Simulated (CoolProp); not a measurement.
Computed with CoolProp (reference Helmholtz-energy equation of state, Tillner-Roth 1997).

### Question
For CH2F2 (R32), give the phase and the density (kg/m³), cp (kJ/(kg K)), cv (kJ/(kg K)), speed of sound (m/s) at 306.9 K and 0.605 MPa.

### Answer
- 306.9 K and 0.605 MPa: gas; density 13.3, cp 0.968, cv 0.739, speed of sound 236
